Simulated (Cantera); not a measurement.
Input (Python, Cantera) and output of one run.

```python
import numpy as np
import cantera as ct

gas_names = """
    CL CL2 H HCL H2 Si SiCL SiCL2 SiCL3 SiCL4 SiH SiHCL3 SiH2 SiH2CL2 SiH3 SiH3CL SiH4 Si2 Si3
""".split()
cond_names = """
    Si(cr) Si(L)
""".split()


# ... load() reads the species with a 1 bar reference pressure and builds the phases ...
atoms = {
    'Si': {'Si': 1},
    'Cl2': {'CL': 2},
    'H2': {'H': 2},
}
top_T = {}  # K; cautious upper limits of use, not melting points


# ... equilibrate(T, P, feed) seeds the gas with the atoms and calls Mixture.equilibrate('TP', solver="vcs", rtol=1e-11, max_steps=5000) ...
results = []
feed = {'Si': 1, 'Cl2': 1.1, 'H2': 0.22}  # mol
T = 800  # K
for P in [10000, 26000, 67000, 170000, 450000, 1200000, 3000000]:
    mix = equilibrate(T, P, feed)
    results.append((T, P, feed, dict(zip(mix.species_names, mix.species_moles))))

top = {s: max(r[3][s] / sum(r[3][g] for g in gas_names) for r in results) for s in gas_names}
cols = sorted((s for s in top if top[s] > 0.001), key=lambda s: -top[s])[:9]
seen = [c for c in cond_names if any(r[3].get(c, 0) > 1e-12 for r in results)]
print("log10 of partial pressures in bar; condensed amounts in mol")
print(f"{'P/Pa':>10s}" + "".join(f"{s[:9]:>10s}" for s in cols + seen))
for T, P, feed, n in results:
    ng = sum(n[g] for g in gas_names)
    print(f"{P:10.4g}" + "".join(f"{np.log10(max(n[s] / ng * P / 1e5, 1e-99)):10.3f}" for s in cols)
          + "".join(f"{n.get(c, 0):10.4g}" for c in seen))
```

Output:

```
log10 of partial pressures in bar; condensed amounts in mol
      P/Pa     SiCL4        H2    SiHCL3   SiH2CL2       HCL    Si(cr)
     1e+04    -1.174    -1.598    -2.130    -4.179    -3.686    0.4361
   2.6e+04    -0.765    -1.197    -1.623    -3.573    -3.382    0.4326
   6.7e+04    -0.362    -0.802    -1.123    -2.977    -3.084    0.4286
   1.7e+05     0.034    -0.418    -0.635    -2.396    -2.794    0.4239
   4.5e+05     0.445    -0.022    -0.128    -1.794    -2.493    0.4182
   1.2e+06     0.857     0.371     0.377    -1.195    -2.193    0.4118
     3e+06     1.240     0.730     0.845    -0.644    -1.918     0.405
```

Cantera equilibrium calculation (NASA polynomials, part measured and part estimated; ideal gas, pure solids and liquids). The tables' values for SiCl3 are old estimates; treat these amounts as uncertain.
